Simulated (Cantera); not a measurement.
Input: 1 mol BF₃, 0.12 mol O₂, 0.076 mol H₂O, equilibrated at 1.30 mbar.

Equilibrium computed with Cantera from the NASA thermochemical tables; the gas is ideal and each condensed phase is pure. Candidate condensed phases: B, B₂O₃, B₃O₃H₃, H₂O; 43 gas species. Kinetics and transport are ignored. All values below are at 1448 K.

Base state: BF₃ 0.726, HF 0.119, O₂ 0.0943, BOF 0.0597, BOF₂ 9.89e-5, H₂O 2.70e-5, O 1.66e-5, F 1.20e-5 (mole fractions); condensed: gas only.

Problem. What changes in the equilibrium state with this change: BF₃ replaced by B₂O₃?

Solution. 
```
species        before    after
------------  -------  -------
O₂             0.0943    0.545
H₂O           2.70e-5    0.243
HBO₂          4.49e-6    0.205
BF₃             0.726        0
HF              0.119        0
BOF            0.0597        0
B₂O₃          2.38e-8  0.00553
BOF₂          9.89e-5        0
(HBO₂)₃         <1e-9  2.29e-5
F             1.20e-5        0
B₂O₃(l), mol        0    0.976
```
Gases not in the tables: H₃BO₃.
